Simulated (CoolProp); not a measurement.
Vapour-liquid equilibrium of CHF3 (R23) (1) + C2F6 (R116) (2) at 193.6 K; x and y are mole fractions of (1).

Model: multi-fluid Helmholtz-energy mixture model, Penoncello 2003 and Lemmon 2006; pair parameters Bell 2016, in CoolProp.

```tsv
x	bubble pressure (MPa)	y at the bubble point	dew pressure at overall composition x (MPa)	liquid density (mol/L)
0.05	0.1131	0.203	0.09783	11.91
0.125	0.1325	0.356	0.1048	12.28
0.2	0.1441	…	0.1127	12.68
0.275	…	0.484	0.1217	13.12
0.35	0.1549	0.516	0.1317	13.60
0.425	0.1570	0.539	0.1425	14.14
0.5	0.1581	0.557	0.1530	14.72
0.575	0.1585	0.575	0.1585	15.37
0.65	0.1581	0.595	0.1542	16.08
0.725	…	0.622	0.1461	16.86
0.8	0.1531	0.661	0.1374	17.73
0.875	0.1459	0.726	0.1291	18.69
0.95	0.1321	0.848	0.1214	19.75
```

Q: Some entries are withheld; supply them.

A: 
- 0.2, y at the bubble point: 0.436
- 0.275, bubble pressure (MPa): 0.1510
- 0.725, bubble pressure (MPa): 0.1566

y crosses x between x = 0.575 and 0.65: the model has an azeotrope there.

Pair parameters are fitted to limited data, so mixtures are less certain than the pure fluids. With so large a gap from Raoult's law the liquid may split in two, which this calculation doesn't test in full.
